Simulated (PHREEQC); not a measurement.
Solution (20 °C): 0.95 mol HNO3 and 0.0017 mol CaCl2 per kg of water. Closed to the air; pH follows from the charge balance.

Model: ion-association model, phreeqc.dat, run in PHREEQC.

No solid was allowed to form.

Problem. What pH, activity of water does the model give?

Solution. pH 0.15; activity of water 0.968.

The ionic strength is past about 0.7 mol/kgw, beyond the range of this activity model, so the values are rough.
